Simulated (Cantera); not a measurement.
A closed system holds: 1 mol n-butane, 0.5 mol O2, held at 923.15 K and 0.100 bar.

These are equilibrium values from Cantera (NASA tables, ideal gas, pure condensed phases), not measurements of a reactor. Candidate condensed phases: C, C6H6, C7H8, C8H18, H2O; 110 gas species. Equilibrium is a limit: real reactors are often held back by kinetics, nucleation or transport.

Base state: H2 0.818, CO 0.143, H2O 0.0180, CH4 0.0155, CO2 0.00639 (mole fractions); condensed: C(graphite).

### Question
What changes in the equilibrium state with this change: O2 from 0.5 to 0.17 mol?

### Answer
```
species            before     after
----------------  -------  --------
H2                  0.818     0.916
CO                  0.143    0.0557
CH4                0.0155    0.0195
H2O                0.0180   0.00785
CO2               0.00639  0.000974
C(graphite), mol     3.05      3.60
```
